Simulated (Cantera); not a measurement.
Cantera run:

```python
import numpy as np
import cantera as ct

gas_names = """
    N NO NO2 NO3 N2 N2O O O2 O3 Pb PbO Pb2
""".split()
cond_names = """
    Pb(cr) Pb(L) PbO(rd) PbO(yw) PbO(L) PbO2(s) Pb3O4(s)
""".split()


def load(file, names, dense=False):
    # The tables refer to 1 bar. Condensed volumes are neglected.
    table = {s.name: s for s in ct.Species.list_from_file(file)}
    out = []
    for n in names:
        d = dict(table[n].input_data)
        d["thermo"] = dict(d["thermo"], **{"reference-pressure": 1e5})
        if dense:
            d["equation-of-state"] = {"model": "constant-volume", "density": "1e6 g/cm^3"}
        out.append(ct.Species.from_dict(d))
    return out


gas = ct.Solution(thermo="ideal-gas", species=load("nasa_gas.yaml", gas_names))
cond = {s.name: ct.Solution(thermo="fixed-stoichiometry", species=[s], name=s.name)
        for s in load("nasa_condensed.yaml", cond_names, dense=True)}
atoms = {
    'PbO': {'Pb': 1, 'O': 1},
    'N2': {'N': 2},
}
top_T = {'Pb3O4(s)': 820}  # K; cautious upper limits of use, not melting points


def equilibrate(T, P, feed):
    n = {}
    for name, mol in feed.items():
        for a, k in atoms[name].items():
            n[a] = n.get(a, 0.0) + k * mol
    gas.TPX = T, P, n
    mass = sum(n.values()) * gas.mean_molecular_weight
    gas.equilibrate("TP")
    valid = [c for c in cond.values() if c.min_temp <= T <= top_T.get(c.name, c.max_temp)]
    mix = ct.Mixture([(gas, mass / gas.mean_molecular_weight)] + [(c, 0.0) for c in valid])
    mix.T, mix.P = T, P
    mix.equilibrate("TP", solver="vcs", rtol=1e-11, max_steps=5000)
    return mix


results = []
feed = {'PbO': 1, 'N2': 1.3}  # mol
P = 4400  # Pa
for T in [573, 623, 673, 723, 773, 823, 873, 923, 973, 1023, 1073, 1123, 1173]:
    mix = equilibrate(T, P, feed)
    results.append((T, P, feed, dict(zip(mix.species_names, mix.species_moles))))
    x = sorted(zip(gas.X, gas.species_names), reverse=True)
    print(f"T = {T:g} K  P = {P:g} Pa  gas = {mix.phase_moles(0):.4g} mol")
    print("   x: " + "  ".join(f"{s} {v:.3e}" for v, s in x if v > 0.0001))
    print("   condensed (mol): " + ("  ".join(f"{mix.phase(i).name} {mix.phase_moles(i):.4g}"
          for i in range(1, mix.n_phases) if mix.phase_moles(i) > 1e-12) or "none"))
```

Result:

```
T = 573 K  P = 4400 Pa  gas = 1.3 mol
   x: N2 1.000e+00
   condensed (mol): PbO(rd) 1
T = 623 K  P = 4400 Pa  gas = 1.3 mol
   x: N2 1.000e+00
   condensed (mol): PbO(rd) 1
T = 673 K  P = 4400 Pa  gas = 1.3 mol
   x: N2 1.000e+00
   condensed (mol): PbO(rd) 1
T = 723 K  P = 4400 Pa  gas = 1.3 mol
   x: N2 1.000e+00
   condensed (mol): PbO(rd) 1
T = 773 K  P = 4400 Pa  gas = 1.3 mol
   x: N2 1.000e+00
   condensed (mol): PbO(yw) 1
T = 823 K  P = 4400 Pa  gas = 1.3 mol
   x: N2 1.000e+00
   condensed (mol): PbO(yw) 1
T = 873 K  P = 4400 Pa  gas = 1.3 mol
   x: N2 1.000e+00
   condensed (mol): PbO(yw) 1
T = 923 K  P = 4400 Pa  gas = 1.3 mol
   x: N2 1.000e+00
   condensed (mol): PbO(yw) 1
T = 973 K  P = 4400 Pa  gas = 1.3 mol
   x: N2 1.000e+00
   condensed (mol): PbO(yw) 1
T = 1023 K  P = 4400 Pa  gas = 1.3 mol
   x: N2 1.000e+00
   condensed (mol): PbO(yw) 1
T = 1073 K  P = 4400 Pa  gas = 1.3 mol
   x: N2 9.999e-01
   condensed (mol): PbO(yw) 0.9999
T = 1123 K  P = 4400 Pa  gas = 1.3 mol
   x: N2 9.997e-01  PbO 2.601e-04
   condensed (mol): PbO(yw) 0.9996
T = 1173 K  P = 4400 Pa  gas = 1.301 mol
   x: N2 9.989e-01  PbO 8.775e-04  Pb 1.459e-04
   condensed (mol): PbO(L) 0.9987
```

Cantera equilibrium calculation (NASA polynomials, part measured and part estimated; ideal gas, pure solids and liquids).
